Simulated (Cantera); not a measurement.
# Thermodynamics of boron, boron nitride and boron oxide, feed B + H₂O + N₂

Input: 1 mol B, 0.087 mol H₂O, 50 mol N₂, at 0.0100 bar.

These are equilibrium values from Cantera (NASA tables, ideal gas, pure condensed phases), not measurements of a reactor. Candidate condensed phases: B, BN, B₂O₃, B₃O₃H₃, H₂O; 39 gas species. N₂ is the only nitrogen source here; it is nearly inert below about 1500 K, so the nitride shown seldom forms there in practice. Mutual solubility and eutectic melting of coexisting phases are not modelled. Rates play no part.

```json
[
 {"T (°C)": "700", "x N₂": "0.998", "x H₂": "0.00175", "x BO": "<1e-12", "x H": "4.52e-10", "n BN(s)": "0.942", "n B₂O₃(l)": "0.0289"},
 {"T (°C)": "850", "x N₂": "0.998", "x H₂": "0.00175", "x BO": "3.00e-11", "x H": "1.78e-8", "n BN(s)": "0.942", "n B₂O₃(l)": "0.0288"},
 {"T (°C)": "1000", "x N₂": "0.998", "x H₂": "0.00173", "x BO": "1.43e-8", "x H": "2.97e-7", "n BN(s)": "0.943", "n B₂O₃(l)": "0.0272"},
 {"T (°C)": "1150", "x N₂": "0.998", "x H₂": "0.00163", "x BO": "1.82e-6", "x H": "2.68e-6", "n BN(s)": "0.944", "n B₂O₃(l)": "0.00110"},
 {"T (°C)": "1300", "x N₂": "0.998", "x H₂": "0.00163", "x BO": "3.22e-5", "x H": "1.64e-5", "n BN(s)": "0.939", "n B₂O₃(l)": "0"},
 {"T (°C)": "1450", "x N₂": "0.997", "x H₂": "0.00155", "x BO": "0.000269", "x H": "7.18e-5", "n BN(s)": "0.925", "n B₂O₃(l)": "0"},
 {"T (°C)": "1600", "x N₂": "0.997", "x H₂": "0.00146", "x BO": "0.000892", "x H": "0.000247", "n BN(s)": "0.914", "n B₂O₃(l)": "0"},
 {"T (°C)": "1750", "x N₂": "0.996", "x H₂": "0.00131", "x BO": "0.00141", "x H": "0.000688", "n BN(s)": "0.913", "n B₂O₃(l)": "0"},
 {"T (°C)": "1900", "x N₂": "0.996", "x H₂": "0.000959", "x BO": "0.00162", "x H": "0.00149", "n BN(s)": "0.909", "n B₂O₃(l)": "0"}
]
```
x: gas mole fraction; n: condensed amount in mol.

From 700 °C to 1150 °C the condensed part is BN(s) + B₂O₃(l). From 1300 °C to 1900 °C the condensed part is BN(s). The main B-bearing gas is HBO₂ at 700 °C and BO at 1900 °C.
